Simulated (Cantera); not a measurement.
An isothermal, constant-pressure homogeneous reactor starts with H2 : O2 : N2 = 1.6 : 1 : 25 (molar parts), at 1025 K and 1.00 bar.

Detailed kinetics in Cantera: the H2/O2 subset of GRI-Mech 3.0, which has no nitrogen chemistry. The temperature is held fixed by assumption; the heat of reaction is taken as removed at once.

One state of this run: x H2 = 0.000254; x O2 = 0.00759; x H = 3.73e-7; x H2O2 = 6.15e-7; x HO2 = 3.20e-6; x H2O = 0.0594. x: mole fraction; the columns are a selection and need not sum to one.

**Question.** Which value of t (s) does it belong to?
A. 0.0215
B. 10.0
C. 0.464
D. 0.00100

**Answer.** A, 0.0215
